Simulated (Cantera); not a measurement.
# Low-pressure radical oxidation in H2/O2

An isothermal, constant-pressure homogeneous reactor starts with H2 : O2 = 0.08 : 1 (molar parts), at 975 K and 20.0 Torr.

Model: the H2/O2 subset of GRI-Mech 3.0, which has no nitrogen chemistry, integrated in Cantera. Radical loss at walls, strong at low pressure, is not modelled. The temperature is held fixed by assumption; the heat of reaction is taken as removed at once.

```
t (s)         x H2   x O2    x H2O       x H      x OH    x H2O2
--------  --------  -----  -------  --------  --------  --------
0.000500    0.0741  0.926  2.02e-9   1.10e-9  5.15e-10    <1e-12
0.000861    0.0741  0.926  2.38e-8   1.12e-8   5.32e-9    <1e-12
0.00148     0.0741  0.926  1.28e-6   5.82e-7   2.78e-7  7.75e-12
0.00255     0.0726  0.925  0.00111  0.000504  0.000234   1.53e-8
0.00439    0.00702  0.901   0.0591    0.0150   0.00298   6.29e-7
0.00755    0.00134  0.915   0.0732   0.00252   0.00126   4.55e-7
0.0130    0.000389  0.921   0.0760  0.000331  0.000534   3.39e-7
0.0224    0.000126  0.922   0.0766   5.12e-5  0.000264   2.62e-7
0.0385     4.39e-5  0.923   0.0768   9.21e-6  0.000146   2.00e-7
0.0662     1.56e-5  0.923   0.0769   1.84e-6   8.54e-5   1.45e-7
0.114      5.46e-6  0.923   0.0769   4.07e-7   5.20e-5   9.85e-8
0.196      1.86e-6  0.923   0.0769   9.92e-8   3.28e-5   6.41e-8
0.338      6.13e-7  0.923   0.0769   2.67e-8   2.13e-5   4.04e-8
0.581      2.01e-7  0.923   0.0769   7.92e-9   1.42e-5   2.51e-8
1.00       6.98e-8  0.923   0.0769   2.56e-9   9.78e-6   1.54e-8
```
x: mole fraction; the columns are a selection and need not sum to one.

Equilibrium at this temperature and pressure: H2 2.01e-11, O2 0.923, H2O 0.0769, H <1e-12, OH 2.20e-7, H2O2 2.45e-11 (gas phase only).
